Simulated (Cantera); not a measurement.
A Cantera script and what it prints.

```python
import numpy as np
import cantera as ct

gas_names = """
    Cu CuO Cu2 H HNO HNO2 HNO3 HO2 H2 H2O H2O2 N NH NH2 NH3 NH2OH NO NO2 NO3 N2 N2H2 N2H4 N2O O OH O2 O3
""".split()
cond_names = """
    Cu(cr) Cu(L) CuO(s) CuO2H2(s) Cu2O(s) Cu2O(L) H2O(s) H2O(L)
""".split()


# ... load() reads the species with a 1 bar reference pressure and builds the phases ...
atoms = {
    'CuO': {'Cu': 1, 'O': 1},
    'H2': {'H': 2},
    'N2': {'N': 2},
}
top_T = {'CuO(s)': 1390}  # K; cautious upper limits of use, not melting points


# ... equilibrate(T, P, feed) seeds the gas with the atoms and calls Mixture.equilibrate('TP', solver="vcs", rtol=1e-11, max_steps=5000) ...
results = []
feed = {'CuO': 1, 'H2': 370, 'N2': 5.2}  # mol
T = 1948  # K
P = 13332.2  # Pa
mix = equilibrate(T, P, feed)
results.append((T, P, feed, dict(zip(mix.species_names, mix.species_moles))))
x = sorted(zip(gas.X, gas.species_names), reverse=True)
print(f"T = {T:g} K  P = {P:g} Pa  gas = {mix.phase_moles(0):.4g} mol")
print("   x: " + "  ".join(f"{s} {v:.3e}" for v, s in x if v > 0.0001))
print("   condensed (mol): " + ("  ".join(f"{mix.phase(i).name} {mix.phase_moles(i):.4g}"
      for i in range(1, mix.n_phases) if mix.phase_moles(i) > 1e-12) or "none"))
```

It prints:

```
T = 1948 K  P = 13332.2 Pa  gas = 376.8 mol
   x: H2 9.778e-01  N2 1.380e-02  H 3.060e-03  H2O 2.653e-03  Cu 2.652e-03
   condensed (mol): none
```

Method: chemical equilibrium by Gibbs-energy minimisation in Cantera with the NASA 1993 tables (ideal gas, pure condensed phases).
